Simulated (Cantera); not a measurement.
A closed system holds: 1 mol FeS, 0.072 mol SO₃, 9.4 mol H₂O, held at 42.0 Torr.

Cantera equilibrium calculation (NASA polynomials, part measured and part estimated; ideal gas, pure solids and liquids). Candidate condensed phases: Fe, FeO, Fe(OH)₂, Fe(OH)₃, FeS, FeSO₄, FeS₂, Fe₂O₃, Fe₂(SO₄)₃, Fe₃O₄, H₂O, H₂SO₄, S; 22 gas species. Metal and sulfide melt together well below either melting point, which pure phases cannot show. Mutual solubility and eutectic melting of coexisting phases are not modelled. The tables' stoichiometric FeO is somewhat more stable than real wüstite, so its field is too wide. FeO, FeS: taken at fixed stoichiometry. Gases not in the tables: S₃ to S₇. The numbers say what is thermodynamically allowed, not how fast it happens.

x: gas mole fraction; n: condensed amount in mol.

```json
[
 {"T (°C)": "402", "x H₂O": "0.994", "x H₂": "0.00106", "x SO₂": "1.37e-5", "x H₂S": "0.00479", "x S₂": "6.54e-7", "x SO": "1.24e-11", "n FeS(s)": "0.567", "n FeS₂(s)": "0.230", "n Fe₃O₄(s)": "0.0677", "n FeO(s)": "0"},
 {"T (°C)": "452", "x H₂O": "0.991", "x H₂": "0.000826", "x SO₂": "0.000625", "x H₂S": "0.00721", "x S₂": "2.14e-5", "x SO": "8.95e-10", "n FeS(s)": "0.582", "n FeS₂(s)": "0.208", "n Fe₃O₄(s)": "0.0700", "n FeO(s)": "0"},
 {"T (°C)": "502", "x H₂O": "0.980", "x H₂": "0.000813", "x SO₂": "0.00893", "x H₂S": "0.00963", "x S₂": "0.000264", "x SO": "2.33e-8", "n FeS(s)": "0.891", "n FeS₂(s)": "0", "n Fe₃O₄(s)": "0.0364", "n FeO(s)": "0"},
 {"T (°C)": "552", "x H₂O": "0.979", "x H₂": "…", "x SO₂": "0.00904", "x H₂S": "0.0100", "x S₂": "…", "x SO": "…", "n FeS(s)": "0.884", "n FeS₂(s)": "0", "n Fe₃O₄(s)": "0.0387", "n FeO(s)": "0"},
 {"T (°C)": "602", "x H₂O": "0.977", "x H₂": "0.00303", "x SO₂": "0.00929", "x H₂S": "0.0104", "x S₂": "0.000528", "x SO": "2.45e-7", "n FeS(s)": "0.875", "n FeS₂(s)": "0", "n Fe₃O₄(s)": "0.0418", "n FeO(s)": "0"},
 {"T (°C)": "652", "x H₂O": "0.973", "x H₂": "0.00523", "x SO₂": "0.00973", "x H₂S": "0.0109", "x S₂": "0.000731", "x SO": "6.71e-7", "n FeS(s)": "0.862", "n FeS₂(s)": "0", "n Fe₃O₄(s)": "0.0461", "n FeO(s)": "0"},
 {"T (°C)": "702", "x H₂O": "0.969", "x H₂": "0.00848", "x SO₂": "0.0104", "x H₂S": "0.0114", "x S₂": "0.00100", "x SO": "1.69e-6", "n FeS(s)": "0.845", "n FeS₂(s)": "0", "n Fe₃O₄(s)": "0.0516", "n FeO(s)": "0"},
 {"T (°C)": "752", "x H₂O": "0.962", "x H₂": "0.0130", "x SO₂": "0.0114", "x H₂S": "0.0119", "x S₂": "0.00137", "x SO": "3.98e-6", "n FeS(s)": "0.823", "n FeS₂(s)": "0", "n Fe₃O₄(s)": "0.0589", "n FeO(s)": "0"},
 {"T (°C)": "802", "x H₂O": "0.954", "x H₂": "0.0190", "x SO₂": "0.0128", "x H₂S": "0.0124", "x S₂": "0.00186", "x SO": "8.82e-6", "n FeS(s)": "0.796", "n FeS₂(s)": "0", "n Fe₃O₄(s)": "0.0680", "n FeO(s)": "0"},
 {"T (°C)": "852", "x H₂O": "0.943", "x H₂": "0.0267", "x SO₂": "0.0144", "x H₂S": "0.0129", "x S₂": "0.00250", "x SO": "1.85e-5", "n FeS(s)": "0.762", "n FeS₂(s)": "0", "n Fe₃O₄(s)": "0.0793", "n FeO(s)": "0"},
 {"T (°C)": "902", "x H₂O": "0.931", "x H₂": "…", "x SO₂": "…", "x H₂S": "0.0133", "x S₂": "…", "x SO": "…", "n FeS(s)": "0.721", "n FeS₂(s)": "0", "n Fe₃O₄(s)": "…", "n FeO(s)": "0"},
 {"T (°C)": "952", "x H₂O": "0.911", "x H₂": "0.0466", "x SO₂": "0.0216", "x H₂S": "0.0152", "x S₂": "0.00557", "x SO": "7.98e-5", "n FeS(s)": "0.605", "n FeS₂(s)": "0", "n Fe₃O₄(s)": "0", "n FeO(s)": "0.395"},
 {"T (°C)": "1002", "x H₂O": "0.887", "x H₂": "0.0617", "x SO₂": "0.0245", "x H₂S": "0.0177", "x S₂": "0.00857", "x SO": "0.000151", "n FeS(s)": "0.490", "n FeS₂(s)": "0", "n Fe₃O₄(s)": "0", "n FeO(s)": "0.510"}
]
```

**Question.** What belongs in the gaps?

**Answer.** 
- 902, x H₂: 0.0360
- 902, x SO₂: 0.0165
- 902, x S₂: 0.00333
- 902, x SO: 3.69e-5
- 902, n Fe₃O₄(s): 0.0931
- 552, x H₂: 0.00163
- 552, x S₂: 0.000377
- 552, x SO: 8.06e-8
